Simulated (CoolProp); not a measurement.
Vapour-liquid equilibrium of CH2F2 (R32) (1) + R142b (2) at 239.3 K; x and y are mole fractions of (1).

Values from CoolProp's multi-fluid Helmholtz-energy mixture model, Tillner-Roth 1997 and Lemmon 2006; pair parameters Bell 2016.

```tsv
x	bubble pressure, mixture model (MPa)	bubble pressure, Raoult's law (MPa)	y, mixture model	y, Raoult's law
0.05	0.04628	0.04290	0.319	0.271
0.15	0.07337	0.06287	0.609	0.555
0.25	0.09937	0.08284	0.740	0.702
0.35	0.1231	0.1028	0.813	0.792
0.45	0.1439	0.1228	0.859	0.853
0.55	0.1622	0.1427	0.891	0.896
0.65	0.1785	0.1627	0.916	0.929
0.75	0.1935	0.1827	0.939	0.955
0.85	0.2084	0.2027	0.961	0.976
0.95	0.2242	0.2226	0.986	0.993
```

The largest gap from Raoult's law is +20.0 % in bubble pressure, at x = 0.25. No azeotrope shows between x = 0.05 and 0.95.

Pair parameters are fitted to limited data, so mixtures are less certain than the pure fluids.
